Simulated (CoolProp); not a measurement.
Fluorine along the isobar 200 bar: density (kg/m³) from the reference equation and from simpler models built on Tc = -128.7 °C, pc = 52.40 bar, ω = 0.045; each cubic takes its own stable root.

Values from CoolProp's reference Helmholtz-energy equation of state, de Reuck 1990.

```
T (°C)           phase  reference
-------  -------------  ---------
-177.55         liquid       1485
-161.85         liquid       1383
-146.05         liquid       1272
-130.35         liquid       1150
-114.65  supercritical       1011
-98.95   supercritical      855.9
-83.25   supercritical      705.5
-67.45   supercritical      587.1
-51.75   supercritical      503.4
-36.05   supercritical      442.8
-20.35   supercritical      397.3
-4.55    supercritical      361.8
11.15    supercritical      333.5
26.85    supercritical      310.2
```

Question: How far does each simpler model (van der Waals, Redlich-Kwong, Soave-Redlich-Kwong, Peng-Robinson) lie from the reference over these 14 states: mean and median of the absolute difference, and the worst?

Answer: 
- van der Waals: mean 12.8 %, median 6.6 %, worst -28.6 % at -177.55 °C and 200 bar
- Redlich-Kwong: mean 1.6 %, median 1.6 %, worst -3.6 % at -98.95 °C and 200 bar
- Soave-Redlich-Kwong: mean 2.7 %, median 2.4 %, worst -5.2 % at -98.95 °C and 200 bar
- Peng-Robinson: mean 5.5 %, median 2.7 %, worst +13.5 % at -177.55 °C and 200 bar
